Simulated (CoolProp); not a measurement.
Vapour-liquid equilibrium of acetone (1) + methanol (2) at 359.2 K; x and y are mole fractions of (1).

The numbers come from the multi-fluid Helmholtz-energy mixture model, Lemmon 2006 and de Reuck 1993; pair parameters Bell 2016 in CoolProp.

Give the bubble pressure and the first vapour's composition at x = 0.2, 0.875, 0.95. Is there an azeotrope?

x = 0.2: 253.8 kPa, y = 0.271; x = 0.875: 265.7 kPa, y = 0.852; x = 0.95: 260.5 kPa, y = 0.937. y crosses x between x = 0.575 and 0.65: the model has an azeotrope there.

Pair parameters are fitted to limited data, so mixtures are less certain than the pure fluids.
